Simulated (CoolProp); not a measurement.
Vapour-liquid equilibrium of carbon dioxide (1) + isopentane (2) at 245.8 K; x and y are mole fractions of (1).

Values from CoolProp's multi-fluid Helmholtz-energy mixture model, Span 1996 and Lemmon 2006; pair parameters Kunz 2012.

| x | bubble pressure, mixture model (kPa) | bubble pressure, Raoult's law (kPa) | y, mixture model | y, Raoult's law |
|---|---|---|---|---|
| 0.05 | ? | 86.56 | 0.936 | 0.901 |
| 0.125 | 336.4 | 202.8 | 0.973 | 0.961 |
| 0.2 | 513.1 | 319.1 | 0.982 | 0.977 |
| 0.275 | 664.3 | 435.3 | ? | 0.985 |
| 0.35 | 788.2 | 551.6 | 0.989 | 0.989 |
| 0.425 | ? | 667.8 | 0.990 | 0.992 |
| 0.5 | 968.4 | 784.1 | 0.991 | 0.994 |
| 0.575 | 1038 | 900.3 | 0.992 | 0.996 |
| 0.65 | ? | 1017 | 0.993 | 0.997 |
| 0.725 | ? | 1133 | 0.994 | 0.998 |
| 0.8 | ? | 1249 | 0.995 | 0.999 |
| 0.875 | 1352 | 1365 | 0.997 | 0.999 |
| 0.95 | ? | 1482 | 0.998 | 1.000 |

Q: What belongs in the gaps?

A: 
- 0.05, bubble pressure, mixture model (kPa): 142.0
- 0.275, y, mixture model: 0.986
- 0.425, bubble pressure, mixture model (kPa): 887.5
- 0.65, bubble pressure, mixture model (kPa): 1105
- 0.725, bubble pressure, mixture model (kPa): 1175
- 0.8, bubble pressure, mixture model (kPa): 1256
- 0.95, bubble pressure, mixture model (kPa): 1469

The largest gap from Raoult's law is +65.9 % in bubble pressure, at x = 0.125. No azeotrope shows between x = 0.05 and 0.95.

The pair parameters rest on a limited set of measurements; away from them the model extrapolates. The gap from Raoult's law changes sign with composition, which may be real or a fault of the pair parameters; it wasn't checked against measurements. With so large a gap from Raoult's law the liquid may split in two, which this calculation doesn't test in full.
